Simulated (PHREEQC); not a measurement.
A made-up water analysis in mg/kgw, 62 °C, pH 1.86, pe 10.4:

```
constituent  mg/kgw
-----------  ------
Na              130
K               315
Ca              129
Mg              130
Cl             25.6
S(6) as SO4    2820
Cu(2)          20.1
```

Valence states are taken as typed.

Equilibrium calculation in PHREEQC: ion-association model, phreeqc.dat.

```csv
quantity,before,after
ionic strength (mol/kgw),0.0518,0.0492
HSO4- (mol/kgw),0.0161,0.0181
SO4-2 (mol/kgw),0.00900,0.00711
K+ (mol/kgw),0.00769,0.00771
Mg+2 (mol/kgw),0.00273,0.00272
MgSO4 (mol/kgw),0.00262,0.00263
SI of Gypsum (CaSO4:2H2O),-0.76,-0.80
SI of Sylvite (KCl),-6.52,-6.57
```

Task: Name the change that produced these shifts.
(A) temperature from 62 to 75 °C at the same typed pH
(B) all concentrations times 3 at the same typed pH
(C) S(6) from 2820 to 8460 mg/kgw

Result: A, temperature from 62 to 75 °C at the same typed pH

Precipitation was switched off in this run. At this temperature some constants are extrapolated from 25 °C, and those without enthalpy data are left unchanged.
